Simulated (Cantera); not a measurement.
## Thermodynamics of roasting and sulfation, feed MgO + SO₂ + N₂ + SO₃

Input: 1 mol MgO, 4.6 mol SO₂, 8.6 mol N₂, 0.053 mol SO₃, at 1723.15 K and 82.5 Torr.

Equilibrium computed with Cantera from the NASA thermochemical tables; the gas is ideal and each condensed phase is pure. Candidate condensed phases: Mg, MgO, MgS, MgSO₄, S; 22 gas species. Kinetics and transport are ignored.

x(N₂): 0.647
x(SO₂): 0.350
x(O₂): 0.00192
x(NO): 0.000274
x(SO): 0.000194
x(SO₃): 7.08e-5
x(O): 7.52e-6
n(MgO(s)): 1.00 mol
gas amount: 13.28 mol
log10 activity of S(l) (absent): -6.29
log10 activity of Mg(l) (absent): -10.58
